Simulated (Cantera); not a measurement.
Feed: 1 mol Fe3O4, 4.6 mol CH4, 1.8 mol CO, held at 12.0 Pa.

Equilibrium computed with Cantera from the NASA thermochemical tables; the gas is ideal and each condensed phase is pure. Candidate condensed phases: C, C6H6, C7H8, C8H18, Fe, Fe(CO)5, FeO, Fe(OH)2, Fe(OH)3, Fe2O3, Fe3O4, H2O; 114 gas species. Rates play no part. All values below are at 2173 K.

Base state: H2 0.322, CO 0.282, H 0.250, Fe 0.146, C2H2 (acetylene) 0.000710, C2H 1.77e-5, C3 1.16e-5 (mole fractions); condensed: C(graphite).

What changes in the equilibrium state with this change: Fe3O4 replaced by TiO2?


| species | before | after |
|---|---|---|
| H2 | 0.322 | 0.453 |
| H | 0.250 | 0.297 |
| CO | 0.282 | 0.249 |
| Fe | 0.146 | 0 |
| Ti | 0 | 0.000138 |
| C2H2 (acetylene) | 0.000710 | 0.00100 |
| C2H | 1.77e-5 | 2.10e-5 |
| C3 | 1.16e-5 | 1.16e-5 |
| C(graphite), mol | 0.569 | 1.57 |
| TiC(s), mol | 0 | 0.998 |
TiC: taken at fixed stoichiometry. Further candidate phases: Ti, TiC, TiO, TiO2, Ti2O3, Ti3O5, Ti4O7.

What changes in the equilibrium state with this change: CH4 from 4.6 to 0.31 mol?


```tsv
species	before	after
Fe	0.146	0.373
CO	0.282	0.169
CO2	<1e-9	0.122
H2	0.322	0.0108
H	0.250	0.0458
O2	<1e-9	0.108
O	<1e-9	0.0681
FeO	<1e-9	0.0407
H2O	<1e-9	0.0403
OH	<1e-9	0.0229
C2H2 (acetylene)	0.000710	<1e-9
C2H	1.77e-5	<1e-9
C3	1.16e-5	<1e-9
C(graphite), mol	0.569	0
```
